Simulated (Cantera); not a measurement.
What does this Cantera script print?

```python
import numpy as np
import cantera as ct

gas = ct.Solution("gri30.yaml")


def delay(T, t_max=10):
    gas.TPX = T, 100000, {'CH4': 1, 'O2': 1.82, 'N2': 10.2, 'H2O': 0.64}
    reactor = ct.IdealGasReactor(gas, clone=False)
    net = ct.ReactorNet([reactor])
    net.rtol, net.atol = 1e-8, 1e-16
    while net.time < t_max:
        t_old, T_old = net.time, reactor.T
        net.step()
        if reactor.T > T + 400:  # ignition: a rise of 400 K
            return t_old + (T + 400 - T_old) / (reactor.T - T_old) * (net.time - t_old)
    return np.nan


taus = []
for T in [1373, 1448, 1523, 1598, 1673]:
    taus.append(delay(T))
    print(f"T0 = {T:6g} K   tau = {taus[-1]:.4e} s")

# d ln(tau) / d ln(k), from doubling and halving each rate constant
T, sens = 1598, []
for i in range(gas.n_reactions):
    gas.set_multiplier(2.0, i)
    up = delay(T)
    gas.set_multiplier(0.5, i)
    down = delay(T)
    gas.set_multiplier(1.0, i)
    sens.append((np.log(up / down) / np.log(4.0), gas.reaction(i).equation))
sens.sort(key=lambda x: -abs(x[0]))
print(f"sensitivities at {T} K")
for s, eq in sens[:10]:
    print(f"{s:8.3f}  {eq}")
```

Result:

```
T0 =   1373 K   tau = 7.8245e-03 s
T0 =   1448 K   tau = 3.2139e-03 s
T0 =   1523 K   tau = 1.4148e-03 s
T0 =   1598 K   tau = 6.7576e-04 s
T0 =   1673 K   tau = 3.5140e-04 s
sensitivities at 1598 K
  -0.410  CH3 + O2 <=> CH3O + O
  -0.372  H + O2 <=> O + OH
   0.267  CH4 + H <=> CH3 + H2
   0.230  2 CH3 (+M) <=> C2H6 (+M)
  -0.158  2 CH3 <=> C2H5 + H
  -0.141  CH3 + O2 <=> CH2O + OH
  -0.093  CH3 + H (+M) <=> CH4 (+M)
  -0.091  CH3 + HO2 <=> CH3O + OH
   0.074  CH4 + OH <=> CH3 + H2O
  -0.073  CH3 + HO2 <=> CH4 + O2
```

Model: GRI-Mech 3.0 (53 species, 325 reactions), integrated in Cantera.
